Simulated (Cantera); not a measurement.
An adiabatic, constant-pressure homogeneous reactor starts with 3.91 % C3H8, 17.8 % O2, 78.3 % N2, equivalence ratio 1.1, at 1573 K and 0.987 atm.

Detailed kinetics in Cantera: GRI-Mech 3.0 (53 species, 325 reactions). GRI-Mech 3.0 was tuned for natural gas; its chemistry of propane as a main component is partial and can be far from experiment.

x: mole fraction; the columns are a selection and need not sum to one.

```csv
t (s),T (K),x C3H8,x O2,x CH2,x CH4,x C2H,x NO,x N2O
1.00e-6,1571,0.0388,0.178,1.52e-8,1.74e-6,<1e-12,<1e-12,1.01e-11
2.47e-6,1567,0.0382,0.178,?,?,<1e-12,<1e-12,9.41e-11
6.12e-6,1559,0.0361,0.177,9.15e-7,9.97e-5,4.02e-11,1.21e-11,5.21e-10
1.52e-5,1555,0.0298,0.173,2.32e-6,0.000656,9.74e-10,1.46e-10,1.55e-9
3.75e-5,1644,0.00768,0.147,1.56e-5,0.00369,2.26e-7,5.58e-9,1.03e-8
9.28e-5,2461,<1e-12,0.0220,<1e-12,<1e-12,<1e-12,0.000127,1.18e-7
0.000230,2628,<1e-12,0.0184,<1e-12,<1e-12,<1e-12,0.000565,2.03e-7
0.000569,2741,<1e-12,0.0151,<1e-12,<1e-12,<1e-12,0.00192,3.40e-7
0.00141,2753,<1e-12,0.0138,<1e-12,<1e-12,<1e-12,?,3.84e-7
0.00348,2749,<1e-12,0.0129,<1e-12,<1e-12,<1e-12,0.00731,4.15e-7
0.00862,2747,<1e-12,0.0127,<1e-12,<1e-12,<1e-12,0.00798,4.24e-7
0.0213,2747,<1e-12,0.0127,<1e-12,<1e-12,<1e-12,0.00799,4.25e-7
0.0528,2747,<1e-12,0.0127,<1e-12,<1e-12,<1e-12,0.00799,4.25e-7
0.131,2747,<1e-12,0.0127,<1e-12,<1e-12,<1e-12,0.00799,4.25e-7
0.323,2747,<1e-12,0.0127,<1e-12,<1e-12,<1e-12,0.00799,4.25e-7
0.800,2747,<1e-12,0.0127,<1e-12,<1e-12,<1e-12,0.00799,4.25e-7
```

**Question.** Some entries are withheld; supply them.

**Answer.** 
- 2.47e-6, x CH2: 1.40e-7
- 2.47e-6, x CH4: 1.31e-5
- 0.00141, x NO: 0.00461
